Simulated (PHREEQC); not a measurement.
## Geothermal or formation water: speciation

Model water analysis in mg/kgw, 50 °C, pH 7.27, pe 0.3:

```json
[
 {"constituent": "Na", "mg/kgw": "1690"},
 {"constituent": "K", "mg/kgw": "25.3"},
 {"constituent": "Ca", "mg/kgw": "16.2"},
 {"constituent": "Mg", "mg/kgw": "60.5"},
 {"constituent": "Cl", "mg/kgw": "1400"},
 {"constituent": "S(6) as SO4", "mg/kgw": "1160"},
 {"constituent": "Alkalinity as HCO3", "mg/kgw": "927"},
 {"constituent": "Fe(2)", "mg/kgw": "12.7"},
 {"constituent": "Li", "mg/kgw": "3.11"},
 {"constituent": "N(-3) as NH4", "mg/kgw": "2.68"}
]
```

Valence states are taken as typed.

The numbers come from PHREEQC with the ion-association model, phreeqc.dat.

This is a speciation only: nothing precipitates in the calculation.

**Question.** What ionic strength does the model give?

**Answer.** ionic strength 0.0872 mol/kgw.

**Question.** In which forms is Li present?

**Answer.** Li+ 98 %, LiSO4- 1.6 % of the Li.

The solution is supersaturated, for example in Siderite, so a real one may precipitate; this is no full list. Species that the database lacks are ignored. Constants without temperature data keep their 25 °C values here.
